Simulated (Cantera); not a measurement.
Input: 1 mol SiH4, 0.058 mol Cl2, 4 mol H2, held at 800 K and 10.0 Torr.

These are equilibrium values from Cantera (NASA tables, ideal gas, pure condensed phases), not measurements of a reactor. Candidate condensed phases: Si; 19 gas species. Rates play no part.

Base state: H2 0.993, SiCl4 0.00313, HCl 0.00177, SiHCl3 0.00159, SiH2Cl2 6.51e-5 (mole fractions); condensed: Si(s).

### Question
What changes in the equilibrium state with this change: temperature from 800 K to 1725 K?

### Answer
```json
[
 {"species": "H2", "before": "0.993", "after": "0.980"},
 {"species": "HCl", "before": "0.00177", "after": "0.0170"},
 {"species": "H", "before": "<1e-9", "after": "0.00159"},
 {"species": "SiCl4", "before": "0.00313", "after": "3.83e-9"},
 {"species": "SiCl2", "before": "3.24e-6", "after": "0.00102"},
 {"species": "Si", "before": "<1e-9", "after": "7.61e-5"},
 {"species": "SiHCl3", "before": "0.00159", "after": "4.56e-8"},
 {"species": "Cl", "before": "<1e-9", "after": "2.14e-5"},
 {"species": "Si(s), mol", "before": "0.971", "after": "0"},
 {"species": "Si(l), mol", "before": "0", "after": "0.993"}
]
```
The tables' values for SiCl are old estimates; treat these amounts as uncertain. Gases not in the tables: Si2H6 and higher silanes.

### Question
What changes in the equilibrium state with this change: temperature from 800 K to 1650 K?

### Answer
```csv
species,before,after
H2,0.993,0.981
HCl,0.00177,0.0170
SiCl2,3.24e-6,0.00105
SiCl4,0.00313,9.79e-9
H,<1e-9,0.000779
Si,<1e-9,2.01e-5
"Si(s), mol",0.971,0.993
```
